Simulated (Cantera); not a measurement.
Input (Python, Cantera):

```python
import numpy as np
import cantera as ct

gas = ct.Solution("gri30.yaml")
gas.TPX = 1025, 1400000, {'CH3OH': 0.0047, 'O2': 0.02, 'N2': 1}
reactor = ct.IdealGasConstPressureReactor(gas, energy="off", clone=False)
net = ct.ReactorNet([reactor])
net.rtol, net.atol = 1e-08, 1e-18
show = ['CH3OH', 'O2', 'OH', 'N2O', 'CH2O', 'NO2']
times = np.geomspace(4e-06, 100, 11)

steps = ct.SolutionArray(gas, extra=["t"])
rows = []
print(f"{'t/s':>10s}{'T/K':>9s}{'P/Pa':>11s}" + "".join(f"{s:>11s}" for s in show))
for t in times:
    while net.time < t:
        t_next = net.step()
        steps.append(gas.state, t=t_next)
    rows.append([np.interp(t, steps.t, y) for y in (steps.T, steps.P, *steps(*show).X.T)])
    print(f"{t:10.3e}{rows[-1][0]:9.1f}{rows[-1][1]:11.4g}" + "".join(f"{x:11.3e}" for x in rows[-1][2:]))
rate = np.gradient(steps.T, steps.t)
print("integrator steps:", len(steps.t))
if steps.T.max() > steps.T[0] + 200:
    print(f"time of steepest temperature rise: {steps.t[rate.argmax()]:.4e} s")
gas.TPX = 1025, 1400000, {'CH3OH': 0.0047, 'O2': 0.02, 'N2': 1}
gas.equilibrate("TP")
print(f"equilibrium (TP): T = {gas.T:.1f} K  " + "  ".join(f"{s} {gas[s].X[0]:.3e}" for s in show))
```

It prints:

```
       t/s      T/K       P/Pa      CH3OH         O2         OH        N2O       CH2O        NO2
 4.000e-06   1025.0    1.4e+06  4.587e-03  1.952e-02  3.816e-13  5.471e-18  1.104e-11  4.547e-33
 2.197e-05   1025.0    1.4e+06  4.587e-03  1.952e-02  3.836e-13  3.744e-17  6.851e-11  1.140e-30
 1.207e-04   1025.0    1.4e+06  4.587e-03  1.952e-02  3.908e-13  3.202e-16  4.203e-10  2.218e-28
 6.629e-04   1025.0    1.4e+06  4.587e-03  1.952e-02  3.985e-13  5.522e-15  2.675e-09  4.388e-26
 3.641e-03   1025.0    1.4e+06  4.587e-03  1.952e-02  4.242e-13  1.495e-13  1.601e-08  8.117e-24
 2.000e-02   1025.0    1.4e+06  4.587e-03  1.952e-02  1.165e-12  4.529e-12  1.301e-07  1.914e-21
 1.099e-01   1025.0    1.4e+06  4.474e-03  1.946e-02  4.068e-09  4.482e-10  1.019e-04  3.626e-16
 6.034e-01   1025.0    1.4e+06  2.191e-10  1.368e-02  1.394e-08  8.696e-08  3.098e-10  3.049e-11
 3.314e+00   1025.0    1.4e+06  2.029e-14  1.290e-02  6.573e-09  2.113e-07  6.470e-13  1.740e-10
 1.821e+01   1025.0    1.4e+06  1.085e-18  1.263e-02  2.329e-09  1.673e-07  1.206e-16  2.984e-10
 1.000e+02   1025.0    1.4e+06  3.491e-25  1.261e-02  2.558e-09  6.269e-09  2.871e-22  2.278e-10
integrator steps: 2833
equilibrium (TP): T = 1025.0 K  CH3OH 9.757e-41  O2 1.260e-02  OH 1.438e-08  N2O 3.735e-09  CH2O 4.580e-29  NO2 4.646e-07
```

Detailed kinetics in Cantera: GRI-Mech 3.0 (53 species, 325 reactions). GRI-Mech 3.0 was tuned for natural gas; its chemistry of methanol as a main component is partial and can be far from experiment. The pressure lies above the range GRI-Mech 3.0 was tuned for (to about 10 atm).
